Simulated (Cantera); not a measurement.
A Cantera script and its output.

```python
import numpy as np
import cantera as ct

gas = ct.Solution("gri30.yaml")
gas.TPX = 525, 13332, {'CO': 1, 'H2': 1.2, 'CH4': 0.2, 'O2': 1.25, 'N2': 4.75, 'H2O': 2}
flame = ct.FreeFlame(gas, width=0.16)
flame.set_refine_criteria(ratio=3, slope=0.08, curve=0.16)
flame.transport_model = "mixture-averaged"
flame.solve(loglevel=0, auto=True)
z, T = flame.grid, flame.T
thick = (T[-1] - T[0]) / np.gradient(T, z).max()
show = ['CO', 'H2', 'CH4', 'CH3', 'HCO', 'N2O']
print(f"laminar burning velocity  {flame.velocity[0] * 100:.3f} cm/s")
print(f"burnt temperature         {T[-1]:.1f} K")
print(f"thermal thickness         {thick * 1e3:.4f} mm")
print(f"grid points               {len(z)}")
z0 = z[flame.heat_release_rate.argmax()]
print(f"{'z/mm':>9s}{'T/K':>9s}{'u/(m/s)':>9s}" + "".join(f"{s:>11s}" for s in show))
rows = []
for k in (-3, -2, -1.5, -1, -0.5, -0.25, 0, 0.25, 0.5, 1, 2, 4, 8):
    zz = z0 + k * thick
    rows.append([k * thick, np.interp(zz, z, T), np.interp(zz, z, flame.velocity),
                 *(np.interp(zz, z, flame.X[gas.species_index(s)]) for s in show)])
    print(f"{rows[-1][0] * 1e3:9.3f}{rows[-1][1]:9.1f}{rows[-1][2]:9.3f}" + "".join(f"{x:11.3e}" for x in rows[-1][3:]))
```

Result:

```
laminar burning velocity  234.693 cm/s
burnt temperature         2082.7 K
thermal thickness         3.5336 mm
grid points               164
     z/mm      T/K  u/(m/s)         CO         H2        CH4        CH3        HCO        N2O
  -10.601    525.0    2.347  9.615e-02  1.154e-01  1.923e-02  1.651e-12  2.543e-18  4.170e-21
   -7.067    525.0    2.347  9.616e-02  1.153e-01  1.923e-02  1.652e-10  1.933e-15  3.841e-19
   -5.300    525.0    2.347  9.617e-02  1.152e-01  1.923e-02  2.905e-09  1.794e-13  5.859e-18
   -3.534    525.7    2.347  9.628e-02  1.141e-01  1.926e-02  2.639e-07  7.604e-11  6.018e-16
   -1.767    600.4    2.658  9.599e-02  1.039e-01  1.918e-02  1.382e-05  5.663e-08  3.119e-12
   -0.883    827.4    3.637  9.483e-02  8.684e-02  1.685e-02  6.284e-05  1.026e-06  1.525e-10
    0.000   1192.2    5.236  9.451e-02  6.154e-02  5.630e-03  2.942e-04  1.618e-05  2.150e-09
    0.883   1381.4    6.050  8.097e-02  4.070e-02  2.580e-04  3.176e-05  3.036e-06  6.245e-09
    1.767   1455.3    6.330  6.397e-02  3.635e-02  4.876e-06  8.400e-07  2.141e-07  7.517e-09
    3.534   1540.8    6.635  4.530e-02  3.909e-02  3.565e-09  8.765e-10  8.413e-08  7.055e-09
    7.067   1632.7    6.970  3.705e-02  4.053e-02  4.134e-14  2.288e-14  5.399e-08  6.721e-09
   14.135   1727.8    7.322  3.684e-02  3.846e-02  1.002e-15  4.816e-15  3.794e-08  6.835e-09
   28.269   1825.0    7.676  3.673e-02  3.508e-02  4.474e-16  2.356e-15  2.408e-08  6.902e-09
```

Model: GRI-Mech 3.0 (53 species, 325 reactions), integrated in Cantera. Burning velocities carry a grid error of a few per cent, more on coarse grids.
